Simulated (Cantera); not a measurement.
Cantera with NASA thermochemical tables; ideal gases at 1 bar, condensed phases pure. Values are per mole of reaction as written; species without (g) are pure solids or liquids, kept so even where they would boil at 1 bar. TaC: taken at fixed stoichiometry.

Problem. Between 950 and 1075 K, where is each reaction favourable under standard conditions?
- CO₂(g) + Ta ⇌ TaC + O₂(g)
- TaO₂(g) + 2 C ⇌ 2 CO(g) + Ta

Solution. 
- CO₂(g) + Ta ⇌ TaC + O₂(g): ΔG° is 255 kJ at 950 K and 255 kJ at 1075 K; it stays positive (K < 1). ΔH° is 253 kJ and ΔS° -2 J/K at 1075 K.
- TaO₂(g) + 2 C ⇌ 2 CO(g) + Ta: ΔG° is -163 kJ at 950 K and -182 kJ at 1075 K; it stays negative (K > 1). ΔH° is -18 kJ and ΔS° 152 J/K at 1075 K.
